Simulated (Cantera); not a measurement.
Silicon etching in halogen gases: Si + HCl + N2

A closed system holds: 1 mol Si, a varied amount of HCl, 69 mol N2, equilibrated at 475 K and 100 Torr.

These are equilibrium values from Cantera (NASA tables, ideal gas, pure condensed phases), not measurements of a reactor. Candidate condensed phases: NH4Cl, Si, Si3N4; 28 gas species. N2 is the only nitrogen source here; it is nearly inert below about 1500 K, so the nitride shown seldom forms there in practice. Rates play no part.

| n(HCl) (mol) | x N2 | x HCl | x H2 | x SiCl4 | x NH3 | x SiHCl3 | n Si3N4(s) |
|---|---|---|---|---|---|---|---|
| 2.8 | 0.967 | 0.0142 | 0.0125 | 0.00632 | 0.000109 | 3.57e-9 | 0.184 |
| 3.3 | 0.961 | 0.0161 | 0.0148 | 0.00752 | 0.000140 | 4.44e-9 | 0.154 |
| 3.7 | 0.957 | 0.0176 | 0.0167 | 0.00847 | 0.000168 | 5.16e-9 | 0.130 |
| 4.3 | 0.951 | 0.0198 | 0.0195 | 0.00991 | 0.000211 | 6.28e-9 | 0.0943 |
| 4.9 | 0.944 | 0.0218 | 0.0223 | 0.0113 | 0.000257 | 7.43e-9 | 0.0578 |
| 5.6 | 0.937 | 0.0241 | 0.0255 | 0.0130 | 0.000313 | 8.81e-9 | 0.0147 |
| 6.5 | 0.926 | 0.0336 | 0.0264 | 0.0134 | 0.000327 | 6.77e-9 | 0 |
| 7.4 | 0.915 | 0.0451 | 0.0261 | 0.0133 | 0.000319 | 4.92e-9 | 0 |
| 8.5 | 0.902 | 0.0588 | 0.0257 | 0.0131 | 0.000310 | 3.67e-9 | 0 |
| 9.7 | 0.888 | 0.0734 | 0.0253 | 0.0129 | 0.000301 | 2.85e-9 | 0 |
| 11 | 0.874 | 0.0886 | 0.0249 | 0.0127 | 0.000291 | 2.28e-9 | 0 |
| 13 | 0.852 | 0.111 | 0.0243 | 0.0123 | 0.000277 | 1.73e-9 | 0 |
| 15 | 0.831 | 0.133 | 0.0237 | 0.0121 | 0.000264 | 1.38e-9 | 0 |
x: gas mole fraction; n: condensed amount in mol.

From 2.8 mol HCl to 5.6 mol HCl the condensed part is Si3N4(s). From 6.5 mol HCl to 15 mol HCl nothing is condensed. The main Si-bearing gas is SiCl4 throughout.
